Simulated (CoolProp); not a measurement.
A single-stage vapour-compression cycle with cis-2-butene: evaporating at 310.15 K (dew point), condensing at 346.15 K (bubble point), superheat 0 K, subcooling 0 K, compressor efficiency 0.85, no pressure losses. Each further row changes one setting.

Values from CoolProp's reference Helmholtz-energy equation of state, Lemmon 2005. It is a short technical equation, of lower accuracy than the large ones.

| case | cooling COP | pressure ratio | discharge temperature (K) | refrigerating effect (kJ/kg) | volumetric capacity (kJ/m³) |
|---|---|---|---|---|---|
| as stated | (withheld) | 2.56 | 349.3 | 293 | 2160 |
| evaporating temperature 315.15 K | 7.46 | (withheld) | (withheld) | 299 | 2530 |
| condensing temperature 341.15 K | (withheld) | 2.28 | (withheld) | 305 | 2250 |
| subcooling 5 K | (withheld) | 2.56 | 349.3 | 305 | 2250 |
| superheat 10 K | 6.26 | 2.56 | 359.0 | (withheld) | (withheld) |
| compressor efficiency 0.75 | 5.47 | 2.56 | 352.5 | 293 | 2160 |

Q: What belongs in the gaps?

A: 
- as stated, cooling COP: 6.20
- evaporating temperature 315.15 K, pressure ratio: 2.22
- evaporating temperature 315.15 K, discharge temperature (K): 348.6
- condensing temperature 341.15 K, cooling COP: 7.39
- condensing temperature 341.15 K, discharge temperature (K): 344.1
- subcooling 5 K, cooling COP: 6.46
- superheat 10 K, refrigerating effect (kJ/kg): 309
- superheat 10 K, volumetric capacity (kJ/m³): 2180
